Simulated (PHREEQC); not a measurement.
Consider water at 85 °C with 0.003 mol Cu(BF4)2, 0.013 mol HCl and 0.0057 mol KCl per kg of water. Closed to the air; pH follows from the charge balance.

All values are PHREEQC results (ion-association model, wateq4f.dat), not measurements.

Each row changes one thing in this solution. Precipitation was switched off in this run.

```tsv
case	pH	ionic strength (mol/kgw)	HF (mol/kgw)	H3BO3 (mol/kgw)	BF4- (mol/kgw)	Cu+2 (mol/kgw)	SI of Tenorite (CuO)	SI of CuF2:2H2O (CuF2:2H2O)
as made	2.05	0.0235	0.0129	0.00319	0.00237	0.00229	-4.55	-4.97
KCl from 0.0057 to 0.0285 mol/kgw	2.06	0.0455	0.0127	0.00313	0.00241	0.00189	-4.69	-5.11
diluted 5-fold with water	2.74	0.00481	0.00405	0.00112	3.44e-5	0.000549	-3.68	-5.10
HCl from 0.013 to 0.0117 mol/kgw	2.10	0.0223	0.0127	0.00313	0.00241	0.00232	-4.44	-4.87
Cu(BF4)2 from 0.003 to 0.0015 mol/kgw	2.02	0.0203	0.00948	0.00239	0.000469	0.00113	-4.91	-5.59
temperature from 85 to 75 °C	2.03	0.0242	0.0112	0.00277	0.00279	0.00246	-4.83	-4.98
```

Constants without temperature data keep their 25 °C values here. Real BF4- forms and hydrolyses slowly; the run takes it at equilibrium.
